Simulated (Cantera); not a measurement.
**Reactions in the system Ca-F-H-O**

Source: NASA polynomial tables (part measured, part estimated), evaluated in Cantera. Values are per mole of reaction as written; species without (g) are pure solids or liquids, kept so even where they would boil at 1 bar.

F(g) + OH(g) + Ca = HF(g) + CaO

```json
[
 {"T (K)": "300", "ΔH° (kJ)": "-1026.4", "ΔS° (J/K)": "-173.0", "ΔG° (kJ)": "-974.5", "log10 K": "169.67"},
 {"T (K)": "500", "ΔH° (kJ)": "-1027.2", "ΔS° (J/K)": "-175.1", "ΔG° (kJ)": "-939.6", "log10 K": "98.16"},
 {"T (K)": "550", "ΔH° (kJ)": "-1027.3", "ΔS° (J/K)": "-175.3", "ΔG° (kJ)": "-930.8", "log10 K": "88.40"},
 {"T (K)": "600", "ΔH° (kJ)": "-1027.4", "ΔS° (J/K)": "-175.5", "ΔG° (kJ)": "-922.1", "log10 K": "80.27"},
 {"T (K)": "650", "ΔH° (kJ)": "-1027.5", "ΔS° (J/K)": "-175.7", "ΔG° (kJ)": "-913.3", "log10 K": "73.39"},
 {"T (K)": "700", "ΔH° (kJ)": "-1027.6", "ΔS° (J/K)": "-175.9", "ΔG° (kJ)": "-904.5", "log10 K": "67.49"},
 {"T (K)": "750", "ΔH° (kJ)": "-1028.6", "ΔS° (J/K)": "-177.2", "ΔG° (kJ)": "-895.7", "log10 K": "62.38"},
 {"T (K)": "800", "ΔH° (kJ)": "-1028.6", "ΔS° (J/K)": "-177.2", "ΔG° (kJ)": "-886.8", "log10 K": "57.90"}
]
```
